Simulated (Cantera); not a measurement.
## Si₂Cl₆ + HCl + H₂ (silicon epitaxy and polysilicon growth)

Input: 1 mol Si₂Cl₆, 0.29 mol HCl, 66 mol H₂, at 1.33 mbar.

Equilibrium computed with Cantera from the NASA thermochemical tables; the gas is ideal and each condensed phase is pure. Candidate condensed phases: Si; 19 gas species. The feed counts by its element totals alone. The tables' values for SiCl₃ are old estimates; treat these amounts as uncertain. Equilibrium is a limit: real reactors are often held back by kinetics, nucleation or transport.

| T (K) | x H₂ | x HCl | x SiCl₄ | x SiCl₂ | x SiHCl₃ | n Si(s) |
|---|---|---|---|---|---|---|
| 823 | 0.971 | 0.00658 | 0.0189 | 4.91e-5 | 0.00336 | 0.477 |
| 873 | 0.967 | 0.0117 | 0.0176 | 0.000179 | 0.00312 | 0.561 |
| 923 | 0.961 | 0.0192 | 0.0156 | 0.000551 | 0.00278 | 0.678 |
| 973 | 0.954 | 0.0291 | 0.0127 | 0.00143 | 0.00233 | 0.821 |
| 1023 | 0.944 | 0.0408 | 0.00899 | 0.00313 | 0.00176 | 0.967 |
| 1073 | 0.935 | 0.0519 | 0.00518 | 0.00562 | 0.00114 | 1.08 |
| 1123 | 0.928 | 0.0600 | 0.00230 | 0.00819 | 0.000610 | 1.15 |
x: gas mole fraction; n: condensed amount in mol.

From 823 K to 1123 K the condensed part is Si(s). The main Si-bearing gas is SiCl₄ at 823 K and SiCl₂ at 1123 K. The share of Si in condensed phases is highest at 1123 K (57.4 %) and lowest at 823 K (23.8 %).
